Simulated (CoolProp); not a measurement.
C3F8 (R218) at several states: Z from the reference equation and from simpler models built on Tc = 345.0 K, pc = 2640 kPa, ω = 0.317; each cubic takes its own stable root.

Computed with CoolProp (reference Helmholtz-energy equation of state, Lemmon 2006). It is a short technical equation, of lower accuracy than the large ones.

```tsv
T (K)	p (kPa)	phase	reference	van der Waals	Redlich-Kwong	Soave-Redlich-Kwong	Peng-Robinson
195.7	337	liquid	0.02209	0.03568	[?]	0.02333	0.02071
192.1	300	liquid	0.01989	[?]	0.02175	0.02103	0.01867
165.3	52.8	liquid	0.003867	0.9674	[?]	0.004127	[?]
248.1	1390	liquid	0.08062	0.1286	0.08933	0.08504	0.07517
419.3	110	gas	0.9933	0.9923	0.9920	0.9932	0.9919
396.9	5950	supercritical	0.5175	0.5129	0.5004	0.5727	[?]
```

Fill in the missing entries.


- 195.7, Redlich-Kwong: 0.02416
- 192.1, van der Waals: 0.03215
- 165.3, Redlich-Kwong: 0.004234
- 165.3, Peng-Robinson: 0.003673
- 396.9, Peng-Robinson: 0.5359

At some of these states van der Waals gives the other phase, because its saturation line lies elsewhere.
